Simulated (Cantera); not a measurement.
A closed system holds: 1 mol AlBr3, 16 mol N2, 11 mol H2, held at 1.33 mbar.

Method: chemical equilibrium by Gibbs-energy minimisation in Cantera with the NASA 1993 tables (ideal gas, pure condensed phases). Candidate condensed phases: Al, AlBr3, AlN, Br2; 19 gas species. Equilibrium is a limit: real reactors are often held back by kinetics, nucleation or transport.

**Question.** What share of the Al ends up in condensed phases as a function of T (°C), at 477, 677, 877, 1077, 1277, 1477, 1677, 1877?

**Answer.** 
| T (°C) | Al condensed (%) | as |
|---|---|---|
| 477 | 77.7 | AlN(s) |
| 677 | 69.0 | AlN(s) |
| 877 | 63.0 | AlN(s) |
| 1077 | 57.3 | AlN(s) |
| 1277 | 0.0 | - |
| 1477 | 0.0 | - |
| 1677 | 0.0 | - |
| 1877 | 0.0 | - |
